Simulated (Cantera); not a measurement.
## Si2H6 + O3 + H2 (silicon oxide and oxynitride deposition)

Feed: 1 mol Si2H6, a varied amount of O3, 2.9 mol H2, equilibrated at 725 °C and 14.0 mbar.

Cantera equilibrium calculation (NASA polynomials, part measured and part estimated; ideal gas, pure solids and liquids). Candidate condensed phases: H2O, Si, SiO2; 18 gas species. The feed counts by its element totals alone. Kinetics and transport are ignored.

| n(O3) (mol) | x H2 | x H2O | x O2 | x OH | x SiO | x H | n Si(s) | n SiO2(β-quartz) |
|---|---|---|---|---|---|---|---|---|
| 0.15 | 1.00 | 9.27e-10 | <1e-12 | <1e-12 | 3.42e-8 | 1.82e-8 | 1.77 | 0.225 |
| 0.22 | 1.00 | 9.27e-10 | <1e-12 | <1e-12 | 3.42e-8 | 1.82e-8 | 1.67 | 0.330 |
| 0.31 | 1.00 | 9.27e-10 | <1e-12 | <1e-12 | 3.42e-8 | 1.82e-8 | 1.53 | 0.465 |
| 0.43 | 1.00 | 9.27e-10 | <1e-12 | <1e-12 | 3.42e-8 | 1.82e-8 | 1.35 | 0.645 |
| 0.61 | 1.00 | 9.27e-10 | <1e-12 | <1e-12 | 3.42e-8 | 1.82e-8 | 1.08 | 0.915 |
| 0.85 | 1.00 | 9.27e-10 | <1e-12 | <1e-12 | 3.42e-8 | 1.82e-8 | 0.725 | 1.27 |
| 1.2 | 1.00 | 9.27e-10 | <1e-12 | <1e-12 | 3.42e-8 | 1.82e-8 | 0.200 | 1.80 |
| 1.7 | 0.814 | 0.186 | <1e-12 | 8.18e-12 | <1e-12 | 1.64e-8 | 0 | 2.00 |
| 2.4 | 0.458 | 0.542 | <1e-12 | 3.17e-11 | <1e-12 | 1.23e-8 | 0 | 2.00 |
| 3.3 | 9.96e-7 | 1.000 | 4.88e-7 | 3.97e-8 | <1e-12 | 1.81e-11 | 0 | 2.00 |
| 4.7 | 1.00e-9 | 0.737 | 0.263 | 9.23e-7 | <1e-12 | <1e-12 | 0 | 2.00 |
x: gas mole fraction; n: condensed amount in mol.

From 0.15 mol O3 to 1.2 mol O3 the condensed part is Si(s) + SiO2(β-quartz). From 1.7 mol O3 to 4.7 mol O3 the condensed part is SiO2(β-quartz).
